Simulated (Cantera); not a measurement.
Charge: 1 mol BF3, 3.6 mol NH3, equilibrated at 1098 K and 1.40 mbar.

Equilibrium computed with Cantera from the NASA thermochemical tables; the gas is ideal and each condensed phase is pure. Candidate condensed phases: B, BN; 31 gas species. Equilibrium is a limit: real reactors are often held back by kinetics, nucleation or transport.

Base state: H2 0.650, N2 0.217, BF3 0.116, HF 0.0166, BHF2 9.52e-5 (mole fractions); condensed: BN(s).

Task: What changes in the equilibrium state with this change: BF3 replaced by borazine?

Result: 
```
species      before  after
----------  -------  -----
H2            0.650  0.824
N2            0.217  0.176
BF3           0.116      0
HF           0.0166      0
BHF2        9.52e-5      0
BN(s), mol   0.0451   3.00
```
The feed counts by its element totals alone.
